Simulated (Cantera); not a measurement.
# Dilute partial oxidation

An isothermal, constant-pressure homogeneous reactor starts with 0.331 % C2H4, 0.671 % O2, 97.2 % N2, 1.75 % H2O, equivalence ratio 1.5, at 1525 K and 10.0 bar.

Cantera simulation using GRI-Mech 3.0 (53 species, 325 reactions); the numbers are that mechanism's predictions, not measurements. GRI-Mech 3.0 was tuned for natural gas; its chemistry of ethylene as a main component is partial and can be far from experiment.

```json
[
 {"t (s)": "5.00e-6", "x C2H4": "0.00331", "x O2": "0.00671", "x CH3": "6.16e-9", "x NO": "<1e-12", "x O": "1.76e-9", "x C2H6": "2.11e-12", "x CH4": "1.36e-10"},
 {"t (s)": "1.95e-5", "x C2H4": "0.00329", "x O2": "0.00670", "x CH3": "2.00e-6", "x NO": "<1e-12", "x O": "3.77e-7", "x C2H6": "3.24e-9", "x CH4": "1.02e-7"},
 {"t (s)": "7.58e-5", "x C2H4": "0.000403", "x O2": "0.00347", "x CH3": "4.21e-5", "x NO": "4.11e-7", "x O": "6.14e-6", "x C2H6": "6.90e-6", "x CH4": "0.000270"},
 {"t (s)": "0.000295", "x C2H4": "1.81e-5", "x O2": "0.00123", "x CH3": "1.58e-5", "x NO": "7.29e-7", "x O": "2.18e-6", "x C2H6": "1.96e-6", "x CH4": "0.000166"},
 {"t (s)": "0.00115", "x C2H4": "2.85e-6", "x O2": "0.000300", "x CH3": "4.91e-6", "x NO": "9.08e-7", "x O": "3.55e-7", "x C2H6": "4.85e-7", "x CH4": "7.71e-5"},
 {"t (s)": "0.00447", "x C2H4": "8.95e-7", "x O2": "6.78e-5", "x CH3": "1.39e-6", "x NO": "9.21e-7", "x O": "2.14e-8", "x C2H6": "1.17e-7", "x CH4": "5.79e-5"},
 {"t (s)": "0.0174", "x C2H4": "3.13e-7", "x O2": "1.51e-5", "x CH3": "4.10e-7", "x NO": "8.95e-7", "x O": "1.34e-9", "x C2H6": "1.84e-8", "x CH4": "5.61e-5"},
 {"t (s)": "0.0678", "x C2H4": "2.27e-7", "x O2": "1.87e-6", "x CH3": "1.81e-7", "x NO": "8.54e-7", "x O": "8.24e-11", "x C2H6": "4.26e-9", "x CH4": "5.63e-5"},
 {"t (s)": "0.264", "x C2H4": "2.26e-7", "x O2": "5.79e-9", "x CH3": "1.46e-7", "x NO": "7.31e-7", "x O": "8.28e-12", "x C2H6": "2.82e-9", "x CH4": "5.65e-5"},
 {"t (s)": "1.03", "x C2H4": "1.68e-7", "x O2": "1.80e-11", "x CH3": "1.35e-7", "x NO": "3.98e-7", "x O": "7.44e-12", "x C2H6": "2.43e-9", "x CH4": "5.53e-5"},
 {"t (s)": "4.00", "x C2H4": "5.01e-8", "x O2": "1.73e-11", "x CH3": "9.57e-8", "x NO": "2.13e-7", "x O": "7.32e-12", "x C2H6": "1.21e-9", "x CH4": "4.00e-5"}
]
```
x: mole fraction; the columns are a selection and need not sum to one.

Equilibrium at this temperature and pressure: C2H4 <1e-12, O2 1.69e-11, CH3 <1e-12, NO 1.38e-8, O 7.41e-12, C2H6 <1e-12, CH4 2.52e-12 (gas phase only).
